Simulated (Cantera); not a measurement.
Feed: 1 mol Al, 0.46 mol Cl₂, at 598 K and 0.000780 bar.

Equilibrium computed with Cantera from the NASA thermochemical tables; the gas is ideal and each condensed phase is pure. Candidate condensed phases: Al, AlCl₃; 8 gas species. Kinetics and transport are ignored.

Base state: AlCl₃ 0.591, Al₂Cl₆ 0.409 (mole fractions); condensed: Al(s).

Problem. What changes in the equilibrium state with this change: temperature from 598 K to 1175 K?

Solution. 
```
species      before    after
----------  -------  -------
AlCl        7.08e-6    0.987
AlCl₂       8.93e-6  0.00972
AlCl₃         0.591  0.00360
Al₂Cl₆        0.409    <1e-9
Al            <1e-9  1.75e-5
Al(s), mol    0.693        0
Al(l), mol        0   0.0953
```
The tables' values for AlCl₂ are old estimates; treat these amounts as uncertain.

Problem. What changes in the equilibrium state with this change: temperature from 598 K to 848.15 K?

Solution. 
| species | before | after |
|---|---|---|
| AlCl₃ | 0.591 | 0.958 |
| AlCl | 7.08e-6 | 0.0341 |
| AlCl₂ | 8.93e-6 | 0.00705 |
| Al₂Cl₆ | 0.409 | 0.000873 |
| Al(s), mol | 0.693 | 0.685 |
The tables' values for AlCl₂ are old estimates; treat these amounts as uncertain.
